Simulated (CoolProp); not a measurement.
R1233zd(E) along the isobar 0.576 MPa: fugacity coefficient from the reference equation and from simpler models built on Tc = 438.9 K, pc = 3.583 MPa, ω = 0.304; each cubic takes its own stable root.

Model: reference Helmholtz-energy equation of state, Akasaka 2022, in CoolProp.

```
T (K)  phase  reference
-----  -----  ---------
380.5    gas     0.9081
386.8    gas     0.9131
393.1    gas     0.9177
399.4    gas     0.9220
405.7    gas     0.9260
412.1    gas     0.9298
418.4    gas     0.9334
424.7    gas     0.9367
431      gas     0.9398
437.4    gas     0.9427
443.7    gas     0.9455
450      gas     0.9481
```

Task: How far does each simpler model (van der Waals, Soave-Redlich-Kwong) lie from the reference over these 12 states: mean and median of the absolute difference, and the worst?

Result: 
- van der Waals: mean 1.6 %, median 1.5 %, worst +2.8 % at 380.5 K and 0.576 MPa
- Soave-Redlich-Kwong: mean 0.3 %, median 0.3 %, worst +0.6 % at 380.5 K and 0.576 MPa
